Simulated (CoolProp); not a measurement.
Sulfur hexafluoride at several states: fugacity coefficient from the reference equation and from simpler models built on Tc = 45.6 °C, pc = 3755 kPa, ω = 0.210; each cubic takes its own stable root.

Computed with CoolProp (reference Helmholtz-energy equation of state, Guder 2009).

| T (°C) | p (kPa) | phase | reference | van der Waals | Redlich-Kwong | Soave-Redlich-Kwong | Peng-Robinson |
|---|---|---|---|---|---|---|---|
| -26.65 | 146 | gas | 0.9702 | 0.9789 | 0.9728 | 0.9710 | 0.9692 |
| -36.75 | 121 | gas | 0.9717 | 0.9807 | 0.9747 | 0.9729 | 0.9714 |
| 75.25 | 232 | gas | 0.9847 | 0.9853 | 0.9838 | 0.9844 | 0.9823 |
| 167.25 | 1440 | gas | 0.9603 | 0.9506 | 0.9522 | 0.9617 | 0.9523 |
| 20.35 | 290 | gas | 0.9663 | 0.9721 | 0.9669 | 0.9659 | 0.9628 |
